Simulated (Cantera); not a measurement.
Charge: 1 mol SiCl4, 0.94 mol H2, 3 mol HCl, held at 998.15 K and 1280 Torr.

Method: chemical equilibrium by Gibbs-energy minimisation in Cantera with the NASA 1993 tables (ideal gas, pure condensed phases). Candidate condensed phases: Si; 19 gas species. The tables' values for SiCl3 are old estimates; treat these amounts as uncertain. The numbers say what is thermodynamically allowed, not how fast it happens.

Base state: HCl 0.608, SiCl4 0.202, H2 0.190, SiHCl3 0.000438, SiCl3 1.31e-5 (mole fractions); condensed: gas only.

Q: What changes in the equilibrium state with this change: H2 from 0.94 to 5.4 mol?

A: 
```json
[
 {"species": "H2", "before": "0.190", "after": "0.573"},
 {"species": "HCl", "before": "0.608", "after": "0.320"},
 {"species": "SiCl4", "before": "0.202", "after": "0.105"},
 {"species": "SiHCl3", "before": "0.000438", "after": "0.00130"},
 {"species": "SiCl3", "before": "1.31e-5", "after": "2.24e-5"}
]
```
